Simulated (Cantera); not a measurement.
A perfectly stirred reactor is fed with N2O : H2 : N2 = 1 : 0.045 : 6.3 (molar parts), at 0.691 atm; it is held at 1375 K, and followed from long to short residence time.

Cantera simulation using GRI-Mech 3.0 (53 species, 325 reactions); the numbers are that mechanism's predictions, not measurements. GRI-Mech 3.0 was tuned for natural gas; its chemistry of N2O as a main component is partial and can be far from experiment. The mechanism lacks the step 2 NO + O2 → 2 NO2, which can matter for NO2 below about 1400 K. The temperature is held fixed by assumption; the heat of reaction is taken as removed at once.

Predict: x(N2O) at τ = 1.50 s; x(H2) at τ = 1.50 s; x(OH) at τ = 1.50 s; x(NO) at τ = 1.50 s; x(H2O2) at τ = 1.50 s; x(N2O) at τ = 63.0 ms; x(H2) at τ = 63.0 ms; x(OH) at τ = 63.0 ms; x(NO) at τ = 63.0 ms; x(H2O2) at τ = 63.0 ms.


```json
{
  "x(N2O) at τ = 1.50 s": "0.0132",
  "x(H2) at τ = 1.50 s": "6.09e-6",
  "x(OH) at τ = 1.50 s": "2.97e-5",
  "x(NO) at τ = 1.50 s": "0.0116",
  "x(H2O2) at τ = 1.50 s": "3.87e-9",
  "x(N2O) at τ = 63.0 ms": "0.0873",
  "x(H2) at τ = 63.0 ms": "8.87e-5",
  "x(OH) at τ = 63.0 ms": "4.66e-5",
  "x(NO) at τ = 63.0 ms": "0.00628",
  "x(H2O2) at τ = 63.0 ms": "8.79e-9"
}
```
